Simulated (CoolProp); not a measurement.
A simple Rankine cycle with R21: condensing at 317.15 K, boiler at 3.51 MPa, turbine inlet 428.6 K, turbine efficiency 0.8, pump efficiency 0.6, no recuperator. Each further row changes one setting.

The numbers come from the reference Helmholtz-energy equation of state, Platzer 1990 in CoolProp. This equation is an older, rougher fit; its heat capacities, sound speeds and derivatives of the liquid may be far off and weren't checked against measurements.

| case | thermal efficiency (%) | net work (kJ/kg) | heat in (kJ/kg) | turbine exit temperature (K) | volume ratio over the turbine |
|---|---|---|---|---|---|
| as stated | 15.3 | 37.5 | 245 | 317.1 | 11.3 |
| turbine inlet 448.6 K | 15.9 | 42.9 | 270 | 329.6 | 10.3 |
| condensing temperature 309.15 K | 16.4 | 41.6 | 254 | 309.2 | 14.3 |
| boiler pressure 2.46 MPa | 14.2 | 38.2 | 268 | 333.4 | 7.00 |
| turbine efficiency 0.7 | 13.2 | 32.3 | 245 | 317.1 | 11.6 |

The expansion ends wet for: as stated; condensing temperature 309.15 K; turbine efficiency 0.7.
